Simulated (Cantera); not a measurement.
A closed system holds: 1 mol n-butane, 1.4 mol O₂, equilibrated at 4.70 bar.

Cantera equilibrium calculation (NASA polynomials, part measured and part estimated; ideal gas, pure solids and liquids). Candidate condensed phases: C, C₆H₆, C₇H₈, C₈H₁₈, H₂O; 110 gas species. Rates play no part. All values below are at 1477 °C.

Base state: H₂ 0.638, CO 0.359, CH₄ 0.00175, H₂O 0.000397, H 8.57e-5, C₂H₂ (acetylene) 7.34e-5, CO₂ 6.17e-5 (mole fractions); condensed: C(graphite).

**Question.** What changes in the equilibrium state with this change: O₂ from 1.4 to 0.49 mol?

**Answer.** 
```json
[
 {"species": "H₂", "before": "0.638", "after": "0.832"},
 {"species": "CO", "before": "0.359", "after": "0.164"},
 {"species": "CH₄", "before": "0.00175", "after": "0.00297"},
 {"species": "CO₂", "before": "6.17e-5", "after": "1.29e-5"},
 {"species": "C₂H₄", "before": "7.35e-6", "after": "1.25e-5"},
 {"species": "H₂O", "before": "0.000397", "after": "0.000236"},
 {"species": "C₂H₂ (acetylene)", "before": "7.34e-5", "after": "9.56e-5"},
 {"species": "C(graphite), mol", "before": "1.19", "after": "3.00"}
]
```
